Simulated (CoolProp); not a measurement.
Model: reference Helmholtz-energy equation of state, McLinden 2020, in CoolProp.

Give the vapour pressure (bar), liquid density (kg/m³), vapour density (kg/m³), enthalpy of vaporisation (kJ/kg) of saturated R1336mzz(Z) at 81.65, 90.95 °C.


```
T (°C)  p (bar)  liquid density (kg/m³)  vapour density (kg/m³)  enthalpy of vaporisation (kJ/kg)
------  -------  ----------------------  ----------------------  --------------------------------
81.65      4.49                    1200                    29.2                               139
90.95      5.68                    1170                    37.1                               133
```
